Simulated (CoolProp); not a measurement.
Vapour-liquid equilibrium of ethanol (1) + ethylbenzene (2) at 76.15 °C; x and y are mole fractions of (1).

Values from CoolProp's multi-fluid Helmholtz-energy mixture model, Schroeder 2014 and Zhou 2012; pair parameters Bell 2016.

```tsv
x	bubble pressure, mixture model (kPa)	bubble pressure, Raoult's law (kPa)	y, mixture model	y, Raoult's law
0.05	36.23	18.36	0.614	0.252
0.2	69.30	30.08	0.815	0.616
0.35	79.67	41.80	0.848	0.775
0.5	82.98	53.52	0.859	0.865
0.65	85.24	65.24	0.870	0.922
0.8	88.43	76.96	0.895	0.962
0.95	91.92	88.67	0.961	0.992
```

The largest gap from Raoult's law is +130.4 % in bubble pressure, at x = 0.2. No azeotrope shows between x = 0.05 and 0.95.

The pair parameters rest on a limited set of measurements; away from them the model extrapolates. With so large a gap from Raoult's law the liquid may split in two, which this calculation doesn't test in full.
